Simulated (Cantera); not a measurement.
An isothermal, constant-pressure homogeneous reactor starts with CH₄ : H₂O = 1 : 0.72 (molar parts), at 1775 K and 0.118 atm. Integrator tolerance rtol = 1e-08.

Cantera simulation using GRI-Mech 3.0 (53 species, 325 reactions); the numbers are that mechanism's predictions, not measurements. GRI-Mech 3.0 stops at C3 and has no aromatics, soot or wall deposition, so with more carbon than oxygen in the feed, carbon stays in small species such as C2H2 where larger ones or solid carbon would form.

**Question.** What does this change do: temperature 1775 to 2025 K?

**Answer.** 
```json
[
 {"quantity": "x(CH₄) at 4.00 s", "before": "0.00395 (gas-phase equilibrium 0.00108)", "after": "0.000204 (gas-phase equilibrium 0.000204)"},
 {"quantity": "x(H₂O) at 4.00 s", "before": "0.0130 (gas-phase equilibrium 3.10e-7)", "after": "2.53e-7 (gas-phase equilibrium 2.53e-7)"},
 {"quantity": "x(CH₂O) at 4.00 s", "before": "1.73e-8 (gas-phase equilibrium 7.84e-9)", "after": "7.59e-9 (gas-phase equilibrium 7.59e-9)"},
 {"quantity": "x(CH₃) at 4.00 s", "before": "7.82e-5 (gas-phase equilibrium 2.13e-5)", "after": "2.60e-5 (gas-phase equilibrium 2.60e-5)"},
 {"quantity": "x(C₂H₆) at 4.00 s", "before": "1.15e-7 (gas-phase equilibrium 1.32e-8)", "after": "8.60e-10 (gas-phase equilibrium 8.61e-10)"},
 {"quantity": "x(OH) at 4.00 s", "before": "7.92e-7 (gas-phase equilibrium 1.87e-11)", "after": "1.71e-10 (gas-phase equilibrium 1.71e-10)"}
]
```

**Question.** What does this change do: temperature 1775 to 1475 K?

**Answer.** 
| quantity | before | after |
|---|---|---|
| x(CH₄) at 4.00 s | 0.00395 (gas-phase equilibrium 0.00108) | 0.172 (gas-phase equilibrium 0.0153) |
| x(H₂O) at 4.00 s | 0.0130 (gas-phase equilibrium 3.10e-7) | 0.298 (gas-phase equilibrium 4.71e-7) |
| x(CH₂O) at 4.00 s | 1.73e-8 (gas-phase equilibrium 7.84e-9) | 3.37e-7 (gas-phase equilibrium 8.34e-9) |
| x(CH₃) at 4.00 s | 7.82e-5 (gas-phase equilibrium 2.13e-5) | 0.000133 (gas-phase equilibrium 1.36e-5) |
| x(C₂H₆) at 4.00 s | 1.15e-7 (gas-phase equilibrium 1.32e-8) | 6.16e-5 (gas-phase equilibrium 9.76e-7) |
| x(OH) at 4.00 s | 7.92e-7 (gas-phase equilibrium 1.87e-11) | 2.98e-7 (gas-phase equilibrium <1e-12) |
